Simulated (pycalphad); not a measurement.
An equivalent pycalphad script:

```python
from pycalphad import Database, equilibrium, calculate, variables as v
import numpy as np
db = Database('COST507.tdb')
comps = ['HF', 'C', 'VA']
phases = ['BCC_A2', 'FCC_A1', 'GRAPHITE', 'HCP_A3', 'LIQUID']
eq = equilibrium(db, comps, phases, {v.X('C'): 0.0056, v.T: np.arange(3300, 499, -100), v.P: 101325, v.N: 1}, output=['HM', 'SM'])
```

Source of the numbers: pycalphad with the COST 507 light-alloy database (1999); pressure 1 atm. The data set is of 1999 and partly superseded. Amounts are mole fractions of atoms. Kinetics are ignored, which matters at the lower temperatures.

Results at three of the temperatures:

```
T = 3100.00 K, P = 101325 Pa, N = 1 mol of atoms
G = -278843 J/mol, H = 130579 J/mol, S = 132.07 J/(mol K)  (SER reference)
chemical potentials (J/mol): Hf -277992, C -429846
phase             fraction      x(Hf)       x(C)
LIQUID              1.0000     0.9944     0.0056
```

```
T = 2100.00 K, P = 101325 Pa, N = 1 mol of atoms
G = -158897 J/mol, H = 59795 J/mol, S = 104.14 J/(mol K)  (SER reference)
chemical potentials (J/mol): Hf -157743, C -363793
phase             fraction      x(Hf)       x(C)
HCP_A3              0.5626     0.9903     0.0097
BCC_A2              0.4374     0.9997   0.000264
```

```
T = 1100.00 K, P = 101325 Pa, N = 1 mol of atoms
G = -66533 J/mol, H = 21561 J/mol, S = 80.09 J/(mol K)  (SER reference)
chemical potentials (J/mol): Hf -65203, C -302571
phase             fraction      x(Hf)       x(C)
HCP_A3              1.0000     0.9944     0.0056
```

Changes of the phase set, refined by bisection:

```csv
T (K),phases above,phases below
2496.1,LIQUID,BCC_A2 + LIQUID
2479.4,BCC_A2 + LIQUID,BCC_A2 + HCP_A3
2057.2,BCC_A2 + HCP_A3,HCP_A3
```

BCC_A2 is bcc; HCP_A3 is hcp. The fcc model also describes the rock-salt carbide or nitride (TiC, TiN, HfC).
